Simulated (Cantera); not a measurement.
Input (Python, Cantera) and output of one run.

```python
import numpy as np
import cantera as ct

gas_names = [...]  # 92 gases of nasa_gas.yaml made of C, H, N
cond_names = """
    C(gr) C6H6(L) C7H8(L) C8H18(L),n-octa
""".split()


# ... load() reads the species with a 1 bar reference pressure and builds the phases ...
atoms = {
    'C3H6': {'C': 3, 'H': 6},
    'H2': {'H': 2},
    'N2': {'N': 2},
    'NH3': {'N': 1, 'H': 3},
}
top_T = {'C(gr)': 4500}  # K; cautious upper limits of use, not melting points


# ... equilibrate(T, P, feed) seeds the gas with the atoms and calls Mixture.equilibrate('TP', solver="vcs", rtol=1e-11, max_steps=5000) ...
results = []
feed = {'C3H6': 1, 'H2': 62, 'N2': 13, 'NH3': 0.067}  # mol
T = 3073  # K
P = 11  # Pa
mix = equilibrate(T, P, feed)
results.append((T, P, feed, dict(zip(mix.species_names, mix.species_moles))))
print(gas.report(threshold=1e-05))
for i in range(1, mix.n_phases):
    print(f"{mix.phase(i).name:16s} {mix.phase_moles(i):12.5e} mol")
```

Output:

```
       temperature   3073 K
          pressure   11 Pa
           density   1.5732e-06 kg/m^3
  mean mol. weight   3.6541 kg/kmol
   phase of matter   gas

                          1 kg             1 kmol
                     ---------------   ---------------
          enthalpy        7.3646e+07        2.6911e+08  J
   internal energy        6.6654e+07        2.4356e+08  J
           entropy             69221        2.5294e+05  J/K
    Gibbs function       -1.3907e+08       -5.0818e+08  J
 heat capacity c_p            6113.1             22338  J/K
 heat capacity c_v            3837.7             14024  J/K

                      mass frac. Y      mole frac. X     chem. pot. / RT
                     ---------------   ---------------   ---------------
                 C          0.056819          0.017286           -7.7198
                CN          0.018798         0.0026401           -27.729
                C2         0.0014891        0.00022652            -15.44
                C3        0.00041281        4.1863e-05           -23.159
                 H           0.24525           0.88906           -18.072
               HCN        0.00044756        6.0514e-05           -45.802
               HNC        8.9347e-05         1.208e-05           -45.802
                H2         0.0012417         0.0022507           -36.145
                 N         0.0023879        0.00062296           -20.009
                N2           0.67302          0.087788           -40.019
     [  +82 minor]        4.7667e-05        8.5318e-06

C(gr)             0.00000e+00 mol
```

Cantera equilibrium calculation (NASA polynomials, part measured and part estimated; ideal gas, pure solids and liquids).
